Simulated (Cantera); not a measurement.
Mixture: 7.47 % CH4, 19.4 % O2, 73.1 % N2, at 500000 Pa, adiabatic and at constant pressure. Ignition delay is the time to a rise of 400 K.

Detailed kinetics in Cantera: GRI-Mech 3.0 (53 species, 325 reactions).

**Question.** Predict: delay at 1100 K; delay at 1300 K; delay at 1500 K; delay at 1700 K; apparent activation energy between 1600 and 1800 K.

**Answer.** 
| Item | Value |
|---|---|
| delay at 1100 K | 34.2 ms |
| delay at 1300 K | 2.56 ms |
| delay at 1500 K | 0.303 ms |
| delay at 1700 K | 54.5 µs |
| apparent activation energy between 1600 and 1800 K | 180 kJ/mol |
